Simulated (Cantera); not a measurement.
A perfectly stirred reactor is fed with CH4 : O2 : N2 = 0.0084 : 0.05 : 1 (molar parts), equivalence ratio 0.34, at 0.580 bar; it is held at 1525 K, and followed from long to short residence time.

Cantera simulation using GRI-Mech 3.0 (53 species, 325 reactions); the numbers are that mechanism's predictions, not measurements.

### Question
What does this change do: O2 0.05 to 0.0088 parts?

### Answer
| quantity | before | after |
|---|---|---|
| x(CH4) at τ = 0.470 s | 3.65e-6 | 0.000859 |
| x(O2) at τ = 0.470 s | 0.0313 | 0.000341 |
| x(CH2) at τ = 0.470 s | 4.69e-9 | 1.06e-7 |
| x(H2O) at τ = 0.470 s | 0.0158 | 0.00881 |
| x(CH3) at τ = 0.470 s | 3.91e-7 | 3.85e-5 |
| x(CH4) at τ = 3.90 ms | 5.94e-5 | 0.00815 |
| x(O2) at τ = 3.90 ms | 0.0318 | 0.00861 |
| x(CH2) at τ = 3.90 ms | 1.51e-7 | 1.34e-9 |
| x(H2O) at τ = 3.90 ms | 0.0149 | 5.03e-5 |
| x(CH3) at τ = 3.90 ms | 4.54e-6 | 3.66e-5 |

### Question
What does this change do: CH4 0.0084 to 0.025 parts?

### Answer
| quantity | before | after |
|---|---|---|
| x(CH4) at τ = 0.470 s | 3.65e-6 | 6.37e-6 |
| x(O2) at τ = 0.470 s | 0.0313 | 0.00115 |
| x(CH2) at τ = 0.470 s | 4.69e-9 | 7.32e-8 |
| x(H2O) at τ = 0.470 s | 0.0158 | 0.0452 |
| x(CH3) at τ = 0.470 s | 3.91e-7 | 1.24e-6 |
| x(CH4) at τ = 3.90 ms | 5.94e-5 | 0.000117 |
| x(O2) at τ = 3.90 ms | 0.0318 | 0.00503 |
| x(CH2) at τ = 3.90 ms | 1.51e-7 | 7.03e-7 |
| x(H2O) at τ = 3.90 ms | 0.0149 | 0.0409 |
| x(CH3) at τ = 3.90 ms | 4.54e-6 | 1.72e-5 |
The temperature is held fixed by assumption; the heat of reaction is taken as removed at once.

### Question
What does this change do: CH4 0.0084 to 0.061 parts?

### Answer
| quantity | before | after |
|---|---|---|
| x(CH4) at τ = 0.470 s | 3.65e-6 | 0.00896 |
| x(O2) at τ = 0.470 s | 0.0313 | 0.00109 |
| x(CH2) at τ = 0.470 s | 4.69e-9 | 8.97e-8 |
| x(H2O) at τ = 0.470 s | 0.0158 | 0.0452 |
| x(CH3) at τ = 0.470 s | 3.91e-7 | 9.93e-5 |
| x(CH4) at τ = 3.90 ms | 5.94e-5 | 0.0298 |
| x(O2) at τ = 3.90 ms | 0.0318 | 0.0262 |
| x(CH2) at τ = 3.90 ms | 1.51e-7 | 3.62e-7 |
| x(H2O) at τ = 3.90 ms | 0.0149 | 0.0208 |
| x(CH3) at τ = 3.90 ms | 4.54e-6 | 0.000571 |
The temperature is held fixed by assumption; the heat of reaction is taken as removed at once.
